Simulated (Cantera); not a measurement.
A perfectly stirred reactor is fed with 0.524 % C₂H₆, 99.5 % N₂, at 97.0 Pa; it is held at 1975 K, and followed from long to short residence time.

Model: GRI-Mech 3.0 (53 species, 325 reactions), integrated in Cantera. GRI-Mech 3.0 stops at C3 and has no aromatics, soot or wall deposition, so with more carbon than oxygen in the feed, carbon stays in small species such as C2H2 where larger ones or solid carbon would form. Radical loss at walls, strong at low pressure, is not modelled.

Task: Predict: x(C₂H₆) at τ = 14.0 s; x(CH₂) at τ = 14.0 s; x(C₂H₂) at τ = 14.0 s; x(CH₄) at τ = 14.0 s; x(C₂H₄) at τ = 14.0 s; x(C₂H₆) at τ = 73.0 ms; x(CH₂) at τ = 73.0 ms; x(C₂H₂) at τ = 73.0 ms; x(CH₄) at τ = 73.0 ms; x(C₂H₄) at τ = 73.0 ms.

Result: 
| Property | Result |
|---|---|
| x(C₂H₆) at τ = 14.0 s | 3.56e-7 |
| x(CH₂) at τ = 14.0 s | 4.31e-6 |
| x(C₂H₂) at τ = 14.0 s | 0.00430 |
| x(CH₄) at τ = 14.0 s | 0.000125 |
| x(C₂H₄) at τ = 14.0 s | 4.46e-6 |
| x(C₂H₆) at τ = 73.0 ms | 6.32e-5 |
| x(CH₂) at τ = 73.0 ms | 4.13e-5 |
| x(C₂H₂) at τ = 73.0 ms | 0.00337 |
| x(CH₄) at τ = 73.0 ms | 0.000579 |
| x(C₂H₄) at τ = 73.0 ms | 0.000444 |
